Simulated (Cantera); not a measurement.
A freely propagating, adiabatic, planar premixed flame of CH₄ : CO : O₂ : N₂ = 1 : 0.032 : 1.55 : 5.89 (molar parts), equivalence ratio 1.3, unburnt at 398 K and 0.434 atm; mixture-averaged transport, grid criteria slope 0.08 and curve 0.16, no radiation.

Model: GRI-Mech 3.0 (53 species, 325 reactions), integrated in Cantera. Burning velocities carry a grid error of a few per cent, more on coarse grids.

Predict: laminar burning velocity; thermal thickness; peak x(H); peak x(H₂).


- laminar burning velocity: 56.0 cm/s
- thermal thickness: 0.920 mm
- peak x(H): 0.0104
- peak x(H₂): 0.0476
